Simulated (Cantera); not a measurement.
An isothermal, constant-pressure homogeneous reactor starts with 2.01 % CO, 6.21 % O₂, 0.393 % H₂O, 91.4 % N₂, at 1075 K and 0.118 atm.

Model: GRI-Mech 3.0 (53 species, 325 reactions), integrated in Cantera.

x: mole fraction; the columns are a selection and need not sum to one.

```csv
t (s),x CO,x O₂,x H₂O,x H₂O₂,x OH
0.000900,0.0201,0.0621,0.00393,<1e-12,1.20e-11
0.00156,0.0201,0.0621,0.00393,<1e-12,3.32e-11
0.00271,0.0201,0.0621,0.00393,<1e-12,9.49e-11
0.00469,0.0201,0.0621,0.00393,<1e-12,2.98e-10
0.00814,0.0201,0.0621,0.00393,<1e-12,[?]
0.0141,0.0201,0.0621,0.00393,<1e-12,[?]
0.0245,0.0201,0.0621,0.00393,3.52e-10,[?]
0.0424,0.0183,0.0608,0.00381,1.44e-8,[?]
0.0736,0.00683,0.0554,0.00370,3.71e-8,[?]
0.128,0.00191,0.0534,0.00389,3.91e-8,[?]
0.221,0.000589,0.0528,0.00394,3.21e-8,[?]
0.384,0.000188,0.0527,0.00396,2.07e-8,[?]
0.665,6.00e-5,0.0526,0.00396,1.06e-8,[?]
1.15,1.89e-5,0.0526,0.00397,4.56e-9,[?]
2.00,5.87e-6,0.0526,0.00397,1.79e-9,[?]
```

Problem. Fill in the missing entries.

Solution. 
- 0.00814, x OH: 1.24e-9
- 0.0141, x OH: 1.03e-8
- 0.0245, x OH: 3.81e-7
- 0.0424, x OH: 5.24e-5
- 0.0736, x OH: 0.000101
- 0.128, x OH: 5.41e-5
- 0.221, x OH: 2.98e-5
- 0.384, x OH: 1.70e-5
- 0.665, x OH: 9.86e-6
- 1.15, x OH: 5.78e-6
- 2.00, x OH: 3.39e-6
